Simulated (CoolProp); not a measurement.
A simple Rankine cycle with R236FA: condensing at 310.15 K, boiler at 1.51 MPa, turbine inlet 399 K, turbine efficiency 0.7, pump efficiency 0.7, no recuperator. Each further row changes one setting.

Computed with CoolProp (reference Helmholtz-energy equation of state, Pan 2012).

```json
[
 {"case": "as stated", "thermal efficiency (%)": "7.6", "net work (kJ/kg)": "___", "heat in (kJ/kg)": "210", "turbine exit temperature (K)": "___", "volume ratio over the turbine": "___"},
 {"case": "condensing temperature 302.15 K", "thermal efficiency (%)": "8.7", "net work (kJ/kg)": "19.1", "heat in (kJ/kg)": "220", "turbine exit temperature (K)": "365.2", "volume ratio over the turbine": "___"},
 {"case": "boiler pressure 1.06 MPa", "thermal efficiency (%)": "___", "net work (kJ/kg)": "12.5", "heat in (kJ/kg)": "216", "turbine exit temperature (K)": "379.1", "volume ratio over the turbine": "2.73"},
 {"case": "turbine efficiency 0.6", "thermal efficiency (%)": "6.4", "net work (kJ/kg)": "13.5", "heat in (kJ/kg)": "210", "turbine exit temperature (K)": "372.1", "volume ratio over the turbine": "4.09"}
]
```

Q: Fill in the missing entries.

A: 
- as stated, net work (kJ/kg): 15.9
- as stated, turbine exit temperature (K): 369.6
- as stated, volume ratio over the turbine: 4.05
- condensing temperature 302.15 K, volume ratio over the turbine: 5.21
- boiler pressure 1.06 MPa, thermal efficiency (%): 5.8
